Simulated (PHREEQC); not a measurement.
0.096 g of hydrous ferric oxide (600 m²/g; 0.2 weak and 0.005 strong sites per Fe, Dzombak-Morel constants, diffuse double layer) in 1 kg of water with 0.1 mol/kgw of an inert sodium salt, at 25 °C; the pH is set by adding NaOH or the inert anion's acid. Oxygen alone is held at its pressure in air (log pO2 = -0.68). No CO2 enters from the air. Nothing may precipitate in this run.

All values are PHREEQC results (ion-association model, wateq4f.dat), not measurements.

```
pH   surface charge σ (C/m²)  surface potential ψ (mV)
---  -----------------------  ------------------------
4                      0.321                       147
4.5                    0.272                       138
5                      0.215                       126
5.5                    0.159                       111
6                      0.111                        93
6.5                    0.074                        74
7                      0.045                        52
7.5                    0.022                        29
8                      0.004                         5
8.5                   -0.014                       -19
9                     -0.034                       -42
9.5                   -0.060                       -65
10                    -0.094                       -85
```
